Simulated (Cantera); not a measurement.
A closed system holds: 1 mol SiH4, 0.68 mol C2H4, 79 mol H2, 0.18 mol HCl, equilibrated at 13.3 mbar.

These are equilibrium values from Cantera (NASA tables, ideal gas, pure condensed phases), not measurements of a reactor. Candidate condensed phases: C, C6H6, C7H8, C8H18, Si, SiC; 109 gas species. The tables' values for SiCl are old estimates; treat these amounts as uncertain. Gases not in the tables: Si2H6 and higher silanes. The numbers say what is thermodynamically allowed, not how fast it happens.

x: gas mole fraction; n: condensed amount in mol.

```csv
T (K),x H2,x H,x Si,x C2H2 (acetylene),x HCl,x SiC2,n C(graphite),n SiC(s)
1373,0.998,2.88e-5,1.23e-10,1.72e-6,0.00218,<1e-12,0.354,1.000
1473,0.998,0.000109,2.69e-9,6.49e-6,0.00218,3.71e-12,0.356,1.000
1573,0.997,0.000352,3.94e-8,2.06e-5,0.00218,1.25e-10,0.355,1.000
1673,0.997,0.000985,4.19e-7,5.68e-5,0.00218,2.74e-9,0.349,1.000
1773,0.995,0.00246,3.39e-6,0.000139,0.00217,4.22e-8,0.336,1.000
1873,0.992,0.00557,2.20e-5,0.000310,0.00216,4.82e-7,0.310,0.998
1973,0.985,0.0116,0.000117,0.000631,0.00215,4.27e-6,0.265,0.988
2073,0.974,0.0225,0.000532,0.00119,0.00211,3.06e-5,0.207,0.946
2173,0.952,0.0408,0.00209,0.00210,0.00206,0.000181,0.187,0.776
2273,0.916,___,___,___,0.00196,___,___,___
2373,0.869,0.113,0.00871,0.00535,0.00185,0.00153,0.0984,0
2473,0.808,0.174,0.00882,0.00567,0.00170,0.00154,0,0
2573,___,___,0.00870,0.00539,___,___,0,0
2673,0.631,0.352,0.00837,0.00491,0.00127,0.00126,0,0
```

Problem. Fill in the missing entries.

Solution. 
- 2573, x H2: 0.728
- 2573, x H: 0.254
- 2573, x HCl: 0.00151
- 2573, x SiC2: 0.00140
- 2273, x H: 0.0696
- 2273, x Si: 0.00730
- 2273, x C2H2 (acetylene): 0.00345
- 2273, x SiC2: 0.000917
- 2273, n C(graphite): 0.393
- 2273, n SiC(s): 0.161
